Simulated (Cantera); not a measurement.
Feed: 1 mol CO₂, 0.47 mol SO₂, a varied amount of N₂, at 402 °C and 27.0 Pa.

Cantera equilibrium calculation (NASA polynomials, part measured and part estimated; ideal gas, pure solids and liquids). Candidate condensed phases: C, S; 35 gas species. Rates play no part.

Question: At 0.82 mol N₂, list the 3 most abundant gas species with their mole fractions, and the condensed phases.

Answer: CO₂ 0.437, N₂ 0.358, SO₂ 0.205. Condensed: gas only.
